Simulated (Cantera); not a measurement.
Thermodynamics of carbon deposition, reforming and gasification, feed CH4 + H2O + H2

A closed system holds: 1 mol CH4, 0.78 mol H2O, 1.4 mol H2, equilibrated at 0.160 bar.

Cantera equilibrium calculation (NASA polynomials, part measured and part estimated; ideal gas, pure solids and liquids). Candidate condensed phases: C, C6H6, C7H8, C8H18, H2O; 110 gas species. The numbers say what is thermodynamically allowed, not how fast it happens.

| T (K) | x H2 | x CH4 | x H2O | x CO | x CO2 | x H | x C2H2 (acetylene) | n C(graphite) |
|---|---|---|---|---|---|---|---|---|
| 723 | 0.543 | 0.252 | 0.171 | 0.00964 | 0.0233 | <1e-12 | <1e-12 | 0.0225 |
| 773 | 0.668 | 0.151 | 0.130 | 0.0254 | 0.0252 | 1.86e-12 | <1e-12 | 0.233 |
| 823 | 0.751 | 0.0842 | 0.0871 | 0.0548 | 0.0230 | 1.59e-11 | 2.51e-12 | 0.328 |
| 873 | 0.795 | 0.0454 | 0.0504 | 0.0930 | 0.0157 | 1.04e-10 | 1.76e-11 | 0.312 |
| 923 | 0.817 | 0.0248 | 0.0253 | 0.125 | 0.00792 | 5.53e-10 | 9.73e-11 | 0.259 |
| 973 | 0.827 | 0.0141 | 0.0118 | 0.143 | 0.00330 | 2.46e-9 | 4.45e-10 | 0.225 |
| 1023 | 0.833 | 0.00834 | 0.00553 | 0.151 | 0.00131 | 9.45e-9 | 1.75e-9 | 0.213 |
| 1073 | 0.837 | 0.00515 | 0.00269 | 0.155 | 0.000540 | 3.20e-8 | 6.01e-9 | 0.211 |
| 1123 | 0.839 | 0.00330 | 0.00138 | 0.156 | 0.000236 | 9.75e-8 | 1.85e-8 | 0.212 |
| 1173 | 0.840 | 0.00220 | 0.000748 | 0.157 | 0.000110 | 2.70e-7 | 5.15e-8 | 0.213 |
| 1223 | 0.841 | 0.00151 | 0.000425 | 0.157 | 5.43e-5 | 6.89e-7 | 1.32e-7 | 0.215 |
| 1273 | 0.841 | 0.00106 | 0.000252 | 0.157 | 2.84e-5 | 1.64e-6 | 3.13e-7 | 0.216 |
| 1323 | 0.842 | 0.000771 | 0.000155 | 0.157 | 1.56e-5 | 3.64e-6 | 6.95e-7 | 0.217 |
| 1373 | 0.842 | 0.000571 | 9.92e-5 | 0.157 | 8.99e-6 | 7.64e-6 | 1.46e-6 | 0.218 |
x: gas mole fraction; n: condensed amount in mol.

From 723 K to 1373 K the condensed part is C(graphite). The main C-bearing gas is CH4 at 723 K and CO at 1373 K. The share of C in condensed phases is highest at 823 K (32.8 %) and lowest at 723 K (2.2 %).
